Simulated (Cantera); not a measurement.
An adiabatic, constant-pressure homogeneous reactor starts with CH3OH : O2 : N2 = 1 : 2.27 : 8.55 (molar parts), equivalence ratio 0.66, at 1550 K and 0.830 bar.

Cantera simulation using GRI-Mech 3.0 (53 species, 325 reactions); the numbers are that mechanism's predictions, not measurements. GRI-Mech 3.0 was tuned for natural gas; its chemistry of methanol as a main component is partial and can be far from experiment.

One state of this run: T (K) = 2366; x CH3OH = <1e-12; x O2 = 0.0689; x H = 0.0107; x H2O = 0.129; x HCN = 5.04e-12. x: mole fraction; the columns are a selection and need not sum to one.

**Question.** Which value of t (s) does it belong to?
(A) 5.18e-6
(B) 0.000316
(C) 0.000720
(D) 2.68e-5

**Answer.** B, 0.000316
